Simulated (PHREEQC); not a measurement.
A PHREEQC speciation (ion-association model, phreeqc.dat) at 25 °C gives pH 5.78 and these molalities:

| species | mol/kgw |
|---|---|
| Mn+2 | 0.0978 |
| Cl- | 0.0931 |
| SO4-2 | 0.0730 |
| MnSO4 | 0.0629 |
| CdCl+ | 0.0289 |
| CdSO4 | 0.0146 |
| Cd+2 | 0.0126 |
| Cd(SO4)2-2 | 0.00973 |
| MnCl+ | 0.00912 |
| CdCl2 | 0.00485 |
| CdCl3- | 0.000284 |
| MnCl2 | 0.000151 |

Problem. What are the element totals, and what could have been dissolved in 1 kg of water to give them?

Solution. This is not unique; one that fits is totals Cd 0.0710, Cl 0.142, Mn(2) 0.170, S(6) 0.170 mol/kgw, from 0.071 mol/kgw CdCl2 and 0.17 mol/kgw MnSO4.

This is a speciation only: nothing precipitates in the calculation. Species that the database lacks are ignored.
